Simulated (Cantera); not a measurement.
What does this Cantera script print?

```python
import numpy as np
import cantera as ct

gas_names = """
    N NO NO2 NO3 N2 N2O O O2 O3 Si SiN SiO SiO2 Si2 Si2N Si3
""".split()
cond_names = """
    Si(cr) Si(L) SiO2(Lqz) SiO2(hqz) SiO2(L) Si2N2O(s) Si3N4(a)
""".split()


# ... load() reads the species with a 1 bar reference pressure and builds the phases ...
atoms = {
    'Si3N4': {'Si': 3, 'N': 4},
    'N2O': {'N': 2, 'O': 1},
    'N2': {'N': 2},
    'O2': {'O': 2},
}
top_T = {'Si2N2O(s)': 2100, 'Si3N4(a)': 2400}  # K; cautious upper limits of use, not melting points


# ... equilibrate(T, P, feed) seeds the gas with the atoms and calls Mixture.equilibrate('TP', solver="vcs", rtol=1e-11, max_steps=5000) ...
results = []
feed = {'Si3N4': 1, 'N2O': 0.037, 'N2': 660, 'O2': 0.0069}  # mol
T = 1348.15  # K
for P in [0.1, 1, 10, 100, 1000, 10000, 100000, 1000000]:
    mix = equilibrate(T, P, feed)
    results.append((T, P, feed, dict(zip(mix.species_names, mix.species_moles))))
    x = sorted(zip(gas.X, gas.species_names), reverse=True)
    print(f"T = {T:g} K  P = {P:g} Pa  gas = {mix.phase_moles(0):.4g} mol")
    print("   x: " + "  ".join(f"{s} {v:.3e}" for v, s in x if v > 1e-06))
    print("   condensed (mol): " + ("  ".join(f"{mix.phase(i).name} {mix.phase_moles(i):.4g}"
          for i in range(1, mix.n_phases) if mix.phase_moles(i) > 1e-12) or "none"))
```

Output:

```
T = 1348.15 K  P = 0.1 Pa  gas = 662.2 mol
   x: N2 9.997e-01  Si 1.889e-04  SiO 7.671e-05
   condensed (mol): Si(cr) 2.823
T = 1348.15 K  P = 1 Pa  gas = 660.1 mol
   x: N2 9.999e-01  SiO 7.695e-05  Si 5.777e-06
   condensed (mol): Si3N4(a) 0.9818
T = 1348.15 K  P = 10 Pa  gas = 660.1 mol
   x: N2 1.000e+00  SiO 3.619e-05
   condensed (mol): Si2N2O(s) 0.02691  Si3N4(a) 0.9741
T = 1348.15 K  P = 100 Pa  gas = 660.1 mol
   x: N2 1.000e+00  SiO 1.680e-06
   condensed (mol): Si2N2O(s) 0.04969  Si3N4(a) 0.9665
T = 1348.15 K  P = 1000 Pa  gas = 660.1 mol
   x: N2 1.000e+00
   condensed (mol): Si2N2O(s) 0.05075  Si3N4(a) 0.9662
T = 1348.15 K  P = 10000 Pa  gas = 660.1 mol
   x: N2 1.000e+00
   condensed (mol): Si2N2O(s) 0.0508  Si3N4(a) 0.9661
T = 1348.15 K  P = 100000 Pa  gas = 660.1 mol
   x: N2 1.000e+00
   condensed (mol): Si2N2O(s) 0.0508  Si3N4(a) 0.9661
T = 1348.15 K  P = 1e+06 Pa  gas = 660.1 mol
   x: N2 1.000e+00
   condensed (mol): Si2N2O(s) 0.0508  Si3N4(a) 0.9661
```

Cantera equilibrium calculation (NASA polynomials, part measured and part estimated; ideal gas, pure solids and liquids). Mutual solubility and eutectic melting of coexisting phases are not modelled.
